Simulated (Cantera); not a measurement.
What does this Cantera script print?

```python
import numpy as np
import cantera as ct

gas_names = """
    C CH CH2 CH3 CH2OH CH3O CH4 CH3OH CO CO2 COOH C2 C2H CHCO,ketyl C2H2,acetylene C2H2,vinylidene
    CH2CO,ketene C2H3,vinyl CH3CO,acetyl C2H4 C2H4O,ethylen CH3CHO,ethanal CH3COOH (HCOOH)2 C2H5 C2H6
    CH3OCH3 C2H5OH C2O C3 C3H3,propargyl C3H4,allene C3H4,propyne C3H4,cyclo- C3H5,allyl C3H6,propylene
    C3H6,cyclo- C3H6O C3H7,n-propyl C3H7,i-propyl C3H8 C3H8O,1propanol C3H8O,2propanol C3O2 C4 C4H2
    C4H4,1,3-cyclo- C4H6,butadiene C4H6,2-butyne C4H6,cyclo- C4H8,1-butene C4H8,cis2-buten
    C4H8,tr2-butene C4H8,isobutene C4H8,cyclo- (CH3COOH)2 C4H9,n-butyl C4H9,i-butyl C4H9,s-butyl
    C4H9,t-butyl C4H10,isobutane C4H10,n-butane C5 C5H6,1,3cyclo- C5H8,cyclo- C5H10,1-pentene
    C5H10,cyclo- C5H11,pentyl C5H11,t-pentyl C5H12,n-pentane C5H12,i-pentane CH3C(CH3)2CH3 C6H2
    C6H5,phenyl C6H5O,phenoxy C6H6 C6H5OH,phenol C6H10,cyclo- C6H12,1-hexene C6H12,cyclo- C6H13,n-hexyl
    C7H7,benzyl C7H8 C7H8O,cresol C7H14,1-heptene C7H15,n-heptyl C7H16,n-heptane C8H8,styrene
    C8H10,ethylbenz C8H16,1-octene C8H17,n-octyl C8H18,isooctane C8H18,n-octane C9H19,n-nonyl
    C10H8,naphthale C10H21,n-decyl C12H9,o-bipheny C12H10,bipheny H HCO HO2 H2 HCHO,formaldehy HCOOH H2O
    H2O2 O OH O2 O3 Ti TiO TiO2
""".split()
cond_names = """
    C(gr) C6H6(L) C7H8(L) C8H18(L),n-octa H2O(s) H2O(L) Ti(a) Ti(b) Ti(L) TiC(s) TiC(L) TiO(a) TiO(b)
    TiO(L) TiO2(ru) TiO2(L) Ti2O3(a) Ti2O3(b) Ti2O3(L) Ti3O5(a) Ti3O5(b) Ti3O5(L) Ti4O7(s) Ti4O7(L)
""".split()


def load(file, names, dense=False):
    # The tables refer to 1 bar. Condensed volumes are neglected.
    table = {s.name: s for s in ct.Species.list_from_file(file)}
    out = []
    for n in names:
        d = dict(table[n].input_data)
        d["thermo"] = dict(d["thermo"], **{"reference-pressure": 1e5})
        if dense:
            d["equation-of-state"] = {"model": "constant-volume", "density": "1e6 g/cm^3"}
        out.append(ct.Species.from_dict(d))
    return out


gas = ct.Solution(thermo="ideal-gas", species=load("nasa_gas.yaml", gas_names))
cond = {s.name: ct.Solution(thermo="fixed-stoichiometry", species=[s], name=s.name)
        for s in load("nasa_condensed.yaml", cond_names, dense=True)}
atoms = {
    'Ti': {'Ti': 1},
    'CO2': {'C': 1, 'O': 2},
    'H2': {'H': 2},
}
top_T = {'C(gr)': 4500}  # K; cautious upper limits of use, not melting points


def equilibrate(T, P, feed):
    n = {}
    for name, mol in feed.items():
        for a, k in atoms[name].items():
            n[a] = n.get(a, 0.0) + k * mol
    gas.TPX = T, P, n
    mass = sum(n.values()) * gas.mean_molecular_weight
    gas.equilibrate("TP")
    valid = [c for c in cond.values() if c.min_temp <= T <= top_T.get(c.name, c.max_temp)]
    mix = ct.Mixture([(gas, mass / gas.mean_molecular_weight)] + [(c, 0.0) for c in valid])
    mix.T, mix.P = T, P
    mix.equilibrate("TP", solver="vcs", rtol=1e-11, max_steps=5000)
    return mix


results = []
feed = {'Ti': 1, 'CO2': 0.023, 'H2': 1.5}  # mol
T = 1548  # K
P = 630000  # Pa
mix = equilibrate(T, P, feed)
results.append((T, P, feed, dict(zip(mix.species_names, mix.species_moles))))
print(gas.report(threshold=1e-05))
for i in range(1, mix.n_phases):
    print(f"{mix.phase(i).name:16s} {mix.phase_moles(i):12.5e} mol")
```

It prints:

```
       temperature   1548 K
          pressure   6.3e+05 Pa
           density   0.098679 kg/m^3
  mean mol. weight   2.016 kg/kmol
   phase of matter   gas

                          1 kg             1 kmol
                     ---------------   ---------------
          enthalpy        1.8797e+07        3.7894e+07  J
   internal energy        1.2412e+07        2.5023e+07  J
           entropy             81654        1.6461e+05  J/K
    Gibbs function        -1.076e+08       -2.1693e+08  J
 heat capacity c_p             16146             32550  J/K
 heat capacity c_v             12021             24235  J/K

                      mass frac. Y      mole frac. X     chem. pot. / RT
                     ---------------   ---------------   ---------------
                 H         6.134e-06        1.2268e-05           -8.4272
                H2           0.99999           0.99999           -16.854
     [ +111 minor]        3.9094e-07        4.6638e-08

C(gr)             0.00000e+00 mol
Ti(b)             9.31000e-01 mol
TiC(s)            2.29999e-02 mol
TiO(b)            4.60000e-02 mol
TiO2(ru)          0.00000e+00 mol
Ti2O3(b)          0.00000e+00 mol
Ti3O5(b)          0.00000e+00 mol
Ti4O7(s)          0.00000e+00 mol
```

These are equilibrium values from Cantera (NASA tables, ideal gas, pure condensed phases), not measurements of a reactor. Mutual solubility and eutectic melting of coexisting phases are not modelled. TiC, TiO: taken at fixed stoichiometry. Condensed phases not in the tables: solid solutions among these carbides, nitrides and lower oxides, N, O or C dissolved in the metal.
